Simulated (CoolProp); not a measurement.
A simple Rankine cycle with n-pentane: condensing at 331.15 K, boiler at 0.676 MPa, turbine inlet 419.1 K, turbine efficiency 0.65, pump efficiency 0.6, no recuperator. Each further row changes one setting.

Model: reference Helmholtz-energy equation of state, Thol 2019, in CoolProp.

```
case                             thermal efficiency (%)  net work (kJ/kg)  heat in (kJ/kg)  turbine exit temperature (K)  volume ratio over the turbine
-------------------------------  ----------------------  ----------------  ---------------  ----------------------------  -----------------------------
as stated                                           6.4              32.6              505                         397.5                           3.43
turbine inlet 439.1 K                               6.3                 ?              552                         418.1                           3.39
condensing temperature 323.15 K                     7.5              39.1              525                             ?                           4.35
boiler pressure 0.473 MPa                           4.7              23.8                ?                         404.6                           2.35
turbine efficiency 0.55                             5.4              27.3              505                         399.9                           3.45
```

Problem. What belongs in the gaps?

Solution. 
- turbine inlet 439.1 K, net work (kJ/kg): 34.7
- condensing temperature 323.15 K, turbine exit temperature (K): 393.8
- boiler pressure 0.473 MPa, heat in (kJ/kg): 512
